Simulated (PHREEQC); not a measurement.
Make-up at 35 °C: 0.001 mol K2HPO4 and 0.0038 mol FeCl2 per kg of water. Closed to the air; pH follows from the charge balance.

Computed with PHREEQC (ion-association model, wateq4f.dat).

Precipitation was switched off in this run.

Order these Fe species by the share of Fe that they hold, largest first: FeH2PO4+, Fe+2, FeHPO4, FeOH+, FeCl+.

Fe+2 (76 %), FeHPO4 (20 %), FeOH+ (1.8 %), FeH2PO4+ (0.89 %), FeCl+ (0.53 %)

The pH is 7.69 and the ionic strength 0.0110 mol/kgw. H3PO4, which wateq4f.dat lacks, is added to it with the constant of phreeqc.dat.
